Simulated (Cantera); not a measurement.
**Ignition delay**

Mixture: 3.62 % C3H8, 18.9 % O2, 77.5 % N2, at 53000 Pa, adiabatic and at constant volume. Ignition delay is the time to a rise of 400 K.

Computed with Cantera and GRI-Mech 3.0 (53 species, 325 reactions). GRI-Mech 3.0 was tuned for natural gas; its chemistry of propane as a main component is partial and can be far from experiment.

```tsv
T0 (K)	delay (ms)
1300	1.29
1400	0.315
1500	0.111
1600	0.0516
1700	0.0293
1800	0.0189
1900	0.0134
2000	0.0101
2100	0.00803
```

| Item | Value |
|---|---|
| apparent activation energy between 1900 and 2100 K | 85 kJ/mol |
